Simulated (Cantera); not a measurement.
A Cantera script and what it prints.

```python
import numpy as np
import cantera as ct

gas_names = [...]  # 127 gases of nasa_gas.yaml made of C, Fe, H, O, S
cond_names = """
    C(gr) C6H6(L) C7H8(L) C8H18(L),n-octa Fe(a) Fe(c) Fe(d) Fe(L) FeC5O5(L) FeO(s) FeO(L) Fe(OH)2(s)
    Fe(OH)3(s) FeS(a) FeS(b) FeS(c) FeS(L) FeSO4(s) FeS2(s) Fe2O3(s) Fe2S3O12(s) Fe3O4(s) H2O(s) H2O(L)
    H2SO4(L) S(cr1) S(cr2) S(L)
""".split()


# ... load() reads the species with a 1 bar reference pressure and builds the phases ...
atoms = {
    'FeS': {'Fe': 1, 'S': 1},
    'H2S': {'H': 2, 'S': 1},
    'CO2': {'C': 1, 'O': 2},
    'SO3': {'S': 1, 'O': 3},
}
top_T = {'C(gr)': 4500, 'FeSO4(s)': 950, 'FeS2(s)': 1010, 'Fe2O3(s)': 1830, 'Fe2S3O12(s)': 1100, 'Fe3O4(s)': 1870}  # K; cautious upper limits of use, not melting points


# ... equilibrate(T, P, feed) seeds the gas with the atoms and calls Mixture.equilibrate('TP', solver="vcs", rtol=1e-11, max_steps=5000) ...
results = []
T = 1398  # K
P = 1200000  # Pa
for m in [0.052, 0.081, 0.13, 0.2, 0.31, 0.48, 0.74, 1.2]:
    feed = {'FeS': 1, 'H2S': m, 'CO2': 0.25, 'SO3': 0.29}  # mol
    mix = equilibrate(T, P, feed)
    results.append((T, P, feed, dict(zip(mix.species_names, mix.species_moles))))

top = {s: max(r[3][s] / sum(r[3][g] for g in gas_names) for r in results) for s in gas_names}
cols = sorted((s for s in top if top[s] > 0.0001), key=lambda s: -top[s])[:6]
seen = [c for c in cond_names if any(r[3].get(c, 0) > 1e-12 for r in results)]
print("log10 of partial pressures in bar; condensed amounts in mol")
print(f"{'n(H2S)':>10s}" + "".join(f"{s[:9]:>10s}" for s in cols + seen))
for T, P, feed, n in results:
    ng = sum(n[g] for g in gas_names)
    print(f"{feed['H2S']:10.4g}" + "".join(f"{np.log10(max(n[s] / ng * P / 1e5, 1e-99)):10.3f}" for s in cols)
          + "".join(f"{n.get(c, 0):10.4g}" for c in seen))
```

Result:

```
log10 of partial pressures in bar; condensed amounts in mol
    n(H2S)       SO2       H2O       CO2        S2       H2S        H2    FeS(c)  Fe3O4(s)
     0.052     0.797    -0.065     0.628    -0.385    -1.472    -2.070    0.9237   0.02542
     0.081     0.780     0.108     0.608    -0.399    -1.301    -1.892    0.9483   0.01722
      0.13     0.754     0.282     0.577    -0.419    -1.130    -1.710    0.9899  0.003361
       0.2     0.681     0.409     0.528    -0.088    -0.718    -1.464         1         0
      0.31     0.560     0.513     0.461     0.161    -0.366    -1.237         1         0
      0.48     0.385     0.592     0.372     0.319    -0.082    -1.032         1         0
      0.74     0.129     0.637     0.262     0.412     0.161    -0.835         1         0
       1.2    -0.312     0.637     0.106     0.447     0.408    -0.606         1         0
```

Equilibrium computed with Cantera from the NASA thermochemical tables; the gas is ideal and each condensed phase is pure. Mutual solubility and eutectic melting of coexisting phases are not modelled. FeS: taken at fixed stoichiometry.
